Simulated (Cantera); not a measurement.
An isothermal, constant-pressure homogeneous reactor starts with 14.3 % H2, 68.0 % O2, 17.7 % N2, equivalence ratio 0.10, at 1223 K and 0.0190 bar.

Computed with Cantera and the H2/O2 subset of GRI-Mech 3.0, which has no nitrogen chemistry. Radical loss at walls, strong at low pressure, is not modelled. The temperature is held fixed by assumption; the heat of reaction is taken as removed at once.

One state of this run: x H2 = 1.14e-6; x O2 = 0.656; x H2O = 0.154; x H2O2 = 1.04e-8; x O = 9.53e-6; x H = 9.22e-8; x HO2 = 5.17e-8. x: mole fraction; the columns are a selection and need not sum to one.

### Question
Which value of t (s) does it belong to?
A) 0.000259
B) 1.08
C) 4.00e-6
D) 8.70

### Answer
B, 1.08
